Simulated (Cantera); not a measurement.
# Transport properties of process gases

Gas mixture: NH3 : C3H8 = 0.083 : 0.61 (molar parts), at 100.0 Torr, frozen composition.

Cantera's kinetic-theory transport with the Lennard-Jones parameters of GRI-Mech 3.0, ideal gas; thermal conductivity in the multicomponent form. Polar gases are described roughly by these parameters. The composition is frozen, though it would react at the higher temperatures.

| T (K) | ρ (kg/m³) | cp (J/kg/K) | μ (µPa s) | λ (mW/m/K) | Pr | D (cm²/s) H | D (cm²/s) NO | D (cm²/s) N2 |
|---|---|---|---|---|---|---|---|---|
| 400 | 0.164 | 2141 | 11.1 | 31.5 | 0.755 | 9.11 | 1.53 | 1.56 |
| 600 | 0.109 | 2905 | 15.9 | 60.7 | 0.760 | 18.9 | 3.14 | 3.21 |
| 800 | 0.0819 | 3487 | 20.0 | 91.6 | 0.762 | 31.3 | 5.16 | 5.27 |
| 1000 | 0.0655 | 3928 | 23.7 | 122 | 0.761 | 46.0 | 7.54 | 7.70 |
| 1200 | 0.0546 | 4233 | 27.0 | 151 | 0.760 | 62.7 | 10.3 | 10.5 |
| 1400 | 0.0468 | 4487 | 30.1 | 178 | 0.758 | 81.3 | 13.3 | 13.6 |
D: mixture-averaged diffusion coefficient of that species in the mixture.
